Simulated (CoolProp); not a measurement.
Computed with CoolProp (reference Helmholtz-energy equation of state, Aleksandrov 2011). It is a short technical equation, of lower accuracy than the large ones.

### Question
For n-undecane, give the phase and the cp (kJ/(kg K)), cv (kJ/(kg K)) at 346.85 °C and 0.107 MPa.

### Answer
- 346.85 °C and 0.107 MPa: gas; cp 2.92, cv 2.86
